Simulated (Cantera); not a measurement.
A perfectly stirred reactor is fed with N2O : H2O = 1 : 0.12 (molar parts), at 1.00 bar; it is held at 1025 K, and followed from long to short residence time.

Model: GRI-Mech 3.0 (53 species, 325 reactions), integrated in Cantera. GRI-Mech 3.0 was tuned for natural gas; its chemistry of N2O as a main component is partial and can be far from experiment. The mechanism lacks the step 2 NO + O2 → 2 NO2, which can matter for NO2 below about 1400 K. The temperature is held fixed by assumption; the heat of reaction is taken as removed at once.

x: mole fraction; the columns are a selection and need not sum to one.

```json
[
 {"τ (s)": "18", "x N2O": "0.632", "x H2O": "0.0975", "x OH": "3.17e-6", "x NO": "0.00468", "x O": "(withheld)", "x N2": "0.178", "x O2": "0.0873"},
 {"τ (s)": "6.3", "x N2O": "0.775", "x H2O": "0.103", "x OH": "3.16e-6", "x NO": "0.00210", "x O": "(withheld)", "x N2": "0.0807", "x O2": "0.0394"},
 {"τ (s)": "2.2", "x N2O": "0.846", "x H2O": "0.105", "x OH": "2.83e-6", "x NO": "0.000743", "x O": "(withheld)", "x N2": "0.0317", "x O2": "0.0154"},
 {"τ (s)": "0.76", "x N2O": "0.876", "x H2O": "0.107", "x OH": "2.32e-6", "x NO": "0.000223", "x O": "8.42e-8", "x N2": "0.0115", "x O2": "0.00554"},
 {"τ (s)": "0.26", "x N2O": "0.887", "x H2O": "0.107", "x OH": "1.84e-6", "x NO": "6.62e-5", "x O": "9.03e-8", "x N2": "0.00403", "x O2": "0.00192"},
 {"τ (s)": "0.091", "x N2O": "0.891", "x H2O": "0.107", "x OH": "1.53e-6", "x NO": "2.43e-5", "x O": "9.36e-8", "x N2": "0.00142", "x O2": "0.000675"},
 {"τ (s)": "0.031", "x N2O": "0.892", "x H2O": "0.107", "x OH": "1.29e-6", "x NO": "1.08e-5", "x O": "9.50e-8", "x N2": "0.000482", "x O2": "0.000230"},
 {"τ (s)": "0.011", "x N2O": "0.893", "x H2O": "0.107", "x OH": "1.08e-6", "x NO": "5.27e-6", "x O": "9.53e-8", "x N2": "0.000170", "x O2": "8.07e-5"},
 {"τ (s)": "0.0038", "x N2O": "0.893", "x H2O": "0.107", "x OH": "8.60e-7", "x NO": "2.29e-6", "x O": "9.52e-8", "x N2": "5.81e-5", "x O2": "2.73e-5"},
 {"τ (s)": "0.0013", "x N2O": "0.893", "x H2O": "0.107", "x OH": "5.99e-7", "x NO": "8.53e-7", "x O": "9.48e-8", "x N2": "1.96e-5", "x O2": "9.06e-6"},
 {"τ (s)": "0.00045", "x N2O": "0.893", "x H2O": "0.107", "x OH": "3.08e-7", "x NO": "2.95e-7", "x O": "9.32e-8", "x N2": "6.64e-6", "x O2": "3.05e-6"}
]
```

Q: Some entries are withheld; supply them.

A: 
- 18, x O: 5.86e-8
- 6.3, x O: 6.81e-8
- 2.2, x O: 7.64e-8
